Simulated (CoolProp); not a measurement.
Properties of hexamethyldisiloxane (MM) at several states (Tc = 518.7 K, pc = 1.931 MPa, ω = 0.418).

Values from CoolProp's reference Helmholtz-energy equation of state, Thol 2016.

```
T (K)  p (MPa)          phase  isothermal compressibility (1/MPa)  expansivity (1/kK)
-----  -------  -------------  ----------------------------------  ------------------
578.6     6.27  supercritical                             0.06709               4.762
343.4    0.106         liquid                            0.003326               1.594
463.4    0.223            gas                               4.811               2.713
373.2     5.08         liquid                            0.003722               1.573
```
